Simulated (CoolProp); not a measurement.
Saturation properties of toluene.

Computed with CoolProp (reference Helmholtz-energy equation of state, Lemmon 2006). It is a short technical equation, of lower accuracy than the large ones.

```json
[
 {"T (K)": "444", "p (bar)": "4.310", "liquid cp (kJ/(kg K))": "2.246", "liquid viscosity (µPa s)": "166"},
 {"T (K)": "450.5", "p (bar)": "4.910", "liquid cp (kJ/(kg K))": "2.274", "liquid viscosity (µPa s)": "159"},
 {"T (K)": "457", "p (bar)": "5.571", "liquid cp (kJ/(kg K))": "2.303", "liquid viscosity (µPa s)": "153"},
 {"T (K)": "463.6", "p (bar)": "?", "liquid cp (kJ/(kg K))": "2.334", "liquid viscosity (µPa s)": "147"},
 {"T (K)": "470.1", "p (bar)": "7.103", "liquid cp (kJ/(kg K))": "2.365", "liquid viscosity (µPa s)": "141"},
 {"T (K)": "476.6", "p (bar)": "7.971", "liquid cp (kJ/(kg K))": "2.398", "liquid viscosity (µPa s)": "135"},
 {"T (K)": "483.1", "p (bar)": "?", "liquid cp (kJ/(kg K))": "2.431", "liquid viscosity (µPa s)": "130"},
 {"T (K)": "489.7", "p (bar)": "9.960", "liquid cp (kJ/(kg K))": "2.468", "liquid viscosity (µPa s)": "124"},
 {"T (K)": "496.2", "p (bar)": "11.07", "liquid cp (kJ/(kg K))": "?", "liquid viscosity (µPa s)": "119"},
 {"T (K)": "502.7", "p (bar)": "12.28", "liquid cp (kJ/(kg K))": "2.546", "liquid viscosity (µPa s)": "114"},
 {"T (K)": "509.2", "p (bar)": "13.58", "liquid cp (kJ/(kg K))": "2.589", "liquid viscosity (µPa s)": "109"},
 {"T (K)": "515.8", "p (bar)": "?", "liquid cp (kJ/(kg K))": "2.638", "liquid viscosity (µPa s)": "104"}
]
```

**Question.** Fill in the missing entries.

**Answer.** 
- 463.6, p (bar): 6.308
- 483.1, p (bar): 8.917
- 496.2, liquid cp (kJ/(kg K)): 2.505
- 515.8, p (bar): 15.00

It boils at 383.7 K under 1 atm.

Viscosity comes from a separate model (Avgeri 2015).
